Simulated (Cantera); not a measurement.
## Stirred combustor or abatement burner

A perfectly stirred reactor is fed with 15.9 % H₂, 17.6 % O₂, 66.5 % N₂, equivalence ratio 0.45, at 500000 Pa; it is adiabatic with a 800 K inlet, and is followed from long to short residence time, starting on the burning branch (τ in s: 0.13, 0.072, 0.039, 0.021, 0.011, 0.0061, 0.0033, 0.0018, 0.00096, 0.00052, 0.00028, 0.00015, 8.1e-05).

Model: GRI-Mech 3.0 (53 species, 325 reactions), integrated in Cantera. The hydrogen kinetics of GRI-Mech 3.0 are dated; newer H2 mechanisms differ, most at raised pressure.

```
τ (s)    T (K)      x H₂   x O₂   x H₂O₂       x O      x NO  x H₂O
-------  -----  --------  -----  -------  --------  --------  -----
0.13      1963   6.16e-5  0.105  2.10e-7   7.90e-5  0.000241  0.172
0.072     1963   6.92e-5  0.105  2.15e-7   8.39e-5  0.000144  0.172
0.039     1963   8.26e-5  0.105  2.24e-7   9.27e-5   8.82e-5  0.172
0.021     1962  0.000106  0.105  2.40e-7  0.000108   5.73e-5  0.172
0.011     1961  0.000146  0.105  2.68e-7  0.000137   4.00e-5  0.172
0.0061    1959  0.000204  0.105  3.07e-7  0.000180   3.13e-5  0.171
0.0033    1956  0.000296  0.105  3.67e-7  0.000251   2.62e-5  0.171
0.0018    1953  0.000435  0.105  4.49e-7  0.000360   2.31e-5  0.171
0.00096   1948  0.000651  0.104  5.61e-7  0.000534   2.07e-5  0.170
0.00052   1940  0.000967  0.104  7.02e-7  0.000790   1.86e-5  0.169
0.00028   1930   0.00144  0.104  8.81e-7   0.00117   1.66e-5  0.168
0.00015   1916   0.00215  0.104  1.11e-6   0.00174   1.51e-5  0.167
8.1e-5    1896   0.00317  0.104  1.39e-6   0.00253   1.42e-5  0.165
```
x: mole fraction; the columns are a selection and need not sum to one.
